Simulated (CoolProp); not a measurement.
Computed with CoolProp (reference Helmholtz-energy equation of state, Gao 2020).

Question: For ammonia, give the phase and the density (kg/m³), cv (kJ/(kg K)), Prandtl number, fugacity coefficient at 136.85 °C and 45.6 MPa.

Answer: 
- 136.85 °C and 45.6 MPa: supercritical; density 487, cv 2.66, Prandtl number 1.07, fugacity coefficient 0.248

Viscosity comes from a separate model (Fenghour 1995). Thermal conductivity comes from a separate model (Tufeu 1984).
